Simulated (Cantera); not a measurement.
Feed: 1 mol TEOS, 0.55 mol H2O, 3.3 mol N2, equilibrated at 2098.15 K and 0.100 bar.

Cantera equilibrium calculation (NASA polynomials, part measured and part estimated; ideal gas, pure solids and liquids). Candidate condensed phases: C, C6H6, C7H8, C8H18, H2O, Si, SiC, SiO2, Si2N2O, Si3N4; 151 gas species. The feed counts by its element totals alone. Equilibrium is a limit: real reactors are often held back by kinetics, nucleation or transport.

Question: What is the equilibrium state?

Answer: 
- x(H2): 0.563
- x(CO): 0.244
- x(N2): 0.175
- x(H): 0.00731
- x(HCN): 0.00669
- x(SiO): 0.00282
- x(C2H2 (acetylene)): 0.000804
- x(HNC): 0.000450
- x(Si): 0.000101
- n(C(graphite)): 2.39 mol
- n(SiC(s)): 0.945 mol
- gas amount: 18.47 mol
- log10 activity of Si(l) (absent): -1.11
